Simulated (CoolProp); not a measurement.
Computed with CoolProp (reference Helmholtz-energy equation of state, McLinden 2015).

Task: For the fluoroketone C6F12O (FK-5-1-12), give the phase and the density (kg/m³), cp (kJ/(kg K)), cv (kJ/(kg K)), speed of sound (m/s) at -26.05 °C and 2.7 MPa; 21.25 °C and 2.7 MPa; 163.45 °C and 2.7 MPa.

Result: 
- -26.05 °C and 2.7 MPa: liquid; density 1760, cp 1.09, cv 0.874, speed of sound 683
- 21.25 °C and 2.7 MPa: liquid; density 1630, cp 1.09, cv 0.884, speed of sound 536
- 163.45 °C and 2.7 MPa: liquid; density 1040, cp 1.40, cv 1.02, speed of sound 136
